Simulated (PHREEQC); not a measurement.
A column of 1 m (30 cells, dispersivity 0.05 m, 300 s a shift, diffusion coefficient 3e-10 m²/s) holds 0.054 eq of the database's cation exchanger X per kg of pore water, first in equilibrium with 0.00073 mol CaCl2, 0.0085 mol ZnCl2 and 1e-05 mol HCl per kg of water. It is flushed with 9.8 mmol/kgw SrCl2, 19 mmol/kgw ZnCl2 and 0.01 mmol/kgw HCl, at 40 °C. Values are for the last cell. No CO2 enters from the air. Nothing may precipitate in this run.

The series has 31 steps of pore volumes, from 0 to 4.017.

Computed with PHREEQC (ion-association model, phreeqc.dat).

**Question.** After how many pore volumes does Sr at the outlet first reach half of its feed value?

**Answer.** By 2.1 pore volumes.

Away from 25 °C the constants follow the database's enthalpies or fits; those with neither stay at their 25 °C values.
